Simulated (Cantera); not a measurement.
## Equilibrium for nitride etching: BN + O2

A closed system holds: 1 mol BN, a varied amount of O2, held at 4.60 Pa.

These are equilibrium values from Cantera (NASA tables, ideal gas, pure condensed phases), not measurements of a reactor. Candidate condensed phases: B, BN, B2O3; 17 gas species. Mutual solubility and eutectic melting of coexisting phases are not modelled. Equilibrium is a limit: real reactors are often held back by kinetics, nucleation or transport.

Stable condensed phases:

```
T in K \ n(O2) in mol
         0.46 0.58 0.74 0.93  1.2  1.5  1.9  2.4    3  3.8
   2075     A    B    B    B    B    B    B    B    B    B
   2025     A    B    B    B    B    B    B    B    B    B
   1975     A    B    B    B    B    B    B    B    B    B
   1925     A    B    B    B    B    B    B    B    B    B
   1875     C    B    B    B    B    B    B    B    B    B
   1825     C    B    B    B    B    B    B    B    B    B
   1775     C    B    B    B    B    B    B    B    B    B
   1725     C    B    B    B    B    B    B    B    B    B
   1675     C    B    B    B    B    B    B    B    B    B
   1625     C    B    B    B    B    B    B    B    B    B
   1575     C    C    B    B    B    B    B    B    B    B
   1525     C    C    B    B    B    B    B    B    B    B
   1475     D    D    E    E    E    B    B    B    B    B
   1425     D    D    D    E    E    E    E    E    E    E
```

A: B; B: gas only; C: BN; D: BN + B2O3; E: B2O3.
